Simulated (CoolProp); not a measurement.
Isobutane at 410.43 K and 1.34 MPa is throttled through a valve to 0.076 MPa with no heat exchange. Each further row changes one setting.

Computed with CoolProp (reference Helmholtz-energy equation of state, Bücker 2006).

| case | temperature change (K) | final density (kg/m³) |
|---|---|---|
| as stated | ? | 1.34 |
| outlet pressure 0.0228 MPa | ? | 0.401 |
| outlet pressure 0.0988 MPa | ? | ? |

### Question
Complete the blanks.

### Answer

- as stated, temperature change (K): -11.6
- outlet pressure 0.0228 MPa, temperature change (K): -12.0
- outlet pressure 0.0988 MPa, temperature change (K): -11.4
- outlet pressure 0.0988 MPa, final density (kg/m³): 1.75
